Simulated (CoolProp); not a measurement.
Saturation properties of C2F6 (R116).

Values from CoolProp's reference Helmholtz-energy equation of state, Lemmon 2006. It is a short technical equation, of lower accuracy than the large ones.

```csv
T (K),p (MPa),enthalpy of vaporisation (kJ/kg),vapour Z,liquid conductivity (mW/(m K))
186.9,0.06391,120.4,0.9675,79.4
189.5,0.07440,119.3,0.9638,78.4
192.1,0.08618,118.2,0.9598,77.3
194.7,0.09939,117.1,0.9555,76.3
197.4,0.1147,116.0,0.9507,75.2
200,0.1312,114.8,0.9459,(withheld)
202.6,(withheld),113.6,0.9407,(withheld)
205.2,0.1695,112.4,(withheld),72.1
207.8,(withheld),111.2,0.9293,71.0
210.4,0.2158,110.0,0.9231,70.0
213.1,0.2434,108.6,0.9164,68.9
215.7,0.2724,107.3,(withheld),67.9
218.3,(withheld),(withheld),0.9023,66.9
220.9,0.3383,104.6,0.8947,65.9
223.5,0.3754,103.2,0.8867,64.8
```

Task: What belongs in the gaps?

Result: 
- 200, liquid conductivity (mW/(m K)): 74.1
- 202.6, p (MPa): 0.1494
- 202.6, liquid conductivity (mW/(m K)): 73.1
- 205.2, vapour Z: 0.9352
- 207.8, p (MPa): 0.1916
- 215.7, vapour Z: 0.9095
- 218.3, p (MPa): 0.3040
- 218.3, enthalpy of vaporisation (kJ/kg): 106.0

It boils at 195.1 K under 1 atm.

Thermal conductivity comes from a separate model (Huber 2003), an estimate that may be off by 10 % or more.
